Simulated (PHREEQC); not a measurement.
PHREEQC input (ion-association model, phreeqc.dat):

```
SOLUTION_SPECIES
  CO3-2 + 10 H+ + 8 e- = CH4 + 3 H2O  # shut off: no methane
    -log_k -100
    -delta_h 0
    -analytic -100
SOLUTION 1
  temp 25
  units mol/kgw
  pH 7 charge
END
SELECTED_OUTPUT 1
  -reset false
  -pH true
  -pe true
  -ionic_strength true
  -water true
  -totals C C(-4) C(4) Mtg Sg
  -molalities H+ CO3-2 OH- HCO3- CO2 (CO2)2
USER_PUNCH 1
  -headings p_CO2(g) phi_CO2(g) p_Mtg(g) phi_Mtg(g) p_H2Sg(g) phi_H2Sg(g) p_H2O(g) phi_H2O(g) density
  10 PUNCH PR_P("CO2(g)"), PR_PHI("CO2(g)"), PR_P("Mtg(g)"), PR_PHI("Mtg(g)"), PR_P("H2Sg(g)"), PR_PHI("H2Sg(g)"), PR_P("H2O(g)"), PR_PHI("H2O(g)"), RHO
PRINT
  -reset false
USE solution 1
REACTION_TEMPERATURE 1
  50
GAS_PHASE 1
  -fixed_pressure
  -pressure 1
  -temperature 50
  -volume 20
  CO2(g) 0.26
  Mtg(g) 0.37
  H2Sg(g) 0.37
  H2O(g) 0
END
# ... the last block is repeated for the other 6 points of P (atm)
```

Selected output (columns that matter, 7 of 7 rows; P (atm) added in front):

```
P (atm)	pH	mu	C	Mtg	Sg	p_CO2(g)	phi_CO2(g)	p_Mtg(g)	phi_Mtg(g)	p_H2Sg(g)	phi_H2Sg(g)	p_H2O(g)	phi_H2O(g)	density
1	4.1172	7.7159e-05	0.0044826	0.00036649	0.017204	0.2297	0.99561	0.33405	0.99907	0.31399	0.9937	0.12226	0.99244	0.98805
2	3.9537	0.00011267	0.0095172	0.00078283	0.03641	0.49135	0.99127	0.71545	0.99762	0.67016	0.98754	0.12305	0.98634	0.98812
3	3.8624	0.00013921	0.014494	0.0011968	0.055332	0.75294	0.98698	1.0966	0.99623	1.0266	0.98144	0.12384	0.98028	0.98819
5	3.7505	0.00018046	0.024281	0.0020174	0.092351	1.276	0.97844	1.8582	0.99349	1.7403	0.9693	0.12545	0.96823	0.98832
7.5	3.664	0.00022061	0.036209	0.0030299	0.13711	1.9294	0.96785	2.8088	0.99015	2.6343	0.95425	0.12752	0.95326	0.98849
10	3.6039	0.00025364	0.047803	0.004028	0.1802	2.5825	0.95733	3.7578	0.9869	3.5301	0.93933	0.12964	0.93838	0.98865
15	3.5216	0.00030711	0.070015	0.0059828	0.26151	3.8876	0.9365	5.6512	0.98066	5.3271	0.90985	0.13406	0.90887	0.98898
```

Constants without temperature data keep their 25 °C values here.
